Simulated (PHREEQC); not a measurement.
Synthetic water in mmol/kgw, 65 °C, pH 5.63, pe -1:

```json
[
 {"constituent": "Na", "mmol/kgw": "0.0379"},
 {"constituent": "K", "mmol/kgw": "2.26e-06"},
 {"constituent": "Ca", "mmol/kgw": "0.0665"},
 {"constituent": "Mg", "mmol/kgw": "0.000232"},
 {"constituent": "Cl", "mmol/kgw": "0.0218"},
 {"constituent": "S(6)", "mmol/kgw": "0.0316"},
 {"constituent": "Alkalinity (meq/kgw)", "mmol/kgw": "0.0867"},
 {"constituent": "Ba", "mmol/kgw": "3.78e-05"},
 {"constituent": "Si", "mmol/kgw": "0.000309"},
 {"constituent": "B", "mmol/kgw": "5.24e-05"},
 {"constituent": "Br", "mmol/kgw": "0.00283"},
 {"constituent": "Zn", "mmol/kgw": "1.97e-05"},
 {"constituent": "Mn(2)", "mmol/kgw": "0.00271"}
]
```

Valence states are taken as typed.

Computed with PHREEQC (ion-association model, wateq4f.dat).

This is a speciation only: nothing precipitates in the calculation.

Problem. Estimate the charge-balance error.

Solution. charge-balance error 0.7 %.

Problem. In which forms is S present?

Solution. SO4-2 98 %, CaSO4 1.5 % of the S.

Species that the database lacks are ignored. Away from 25 °C the constants follow the database's enthalpies or fits; those with neither stay at their 25 °C values.
